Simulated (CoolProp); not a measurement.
Vapour pressure (bar) of carbon monoxide: the reference equation beside estimates from Tc = 132.9 K, pc = 34.98 bar, ω = 0.050. Clausius-Clapeyron is anchored at 89.3 K with a constant enthalpy of vaporisation of 5.695 kJ/mol.

Computed with CoolProp (reference Helmholtz-energy equation of state, Lemmon 2006). It is a short technical equation, of lower accuracy than the large ones.

```
T (K)  reference  Lee-Kesler  Clausius-Clapeyron  Redlich-Kwong  Peng-Robinson
-----  ---------  ----------  ------------------  -------------  -------------
81.3      0.9748      0.9751               1.051         0.8781         0.9925
84         1.315       1.315               1.377          1.216          1.333
86.6       1.721       1.722               1.760          1.625          1.738
89.3       2.235       2.237               2.235          2.150          2.251
91.9       2.831       2.834               2.777          2.764          2.845
94.6       3.566       3.571               3.435          3.526          3.578
97.3       4.433       4.438               4.199          4.428          4.443
99.9       5.404       5.409               5.044          5.442          5.413
102.6      6.566       6.570               6.041          6.656          6.576
105.2      7.846       7.847               7.125          7.993          7.859
107.9      9.356       9.351               8.386          9.566          9.374
110.5      11.00       10.98               9.737          11.27          11.02
113.2      12.91       12.89               11.29          13.25          12.95
115.9      15.05       15.02               13.00          15.45          15.10
118.5      17.34       17.30               14.80          17.79          17.41
```

Absolute difference from the reference over all 15 rows, mean and median: Lee-Kesler 0.1 and 0.1 %, Clausius-Clapeyron 7.5 and 7.8 %, Redlich-Kwong 3.1 and 2.5 %, Peng-Robinson 0.5 and 0.3 %.
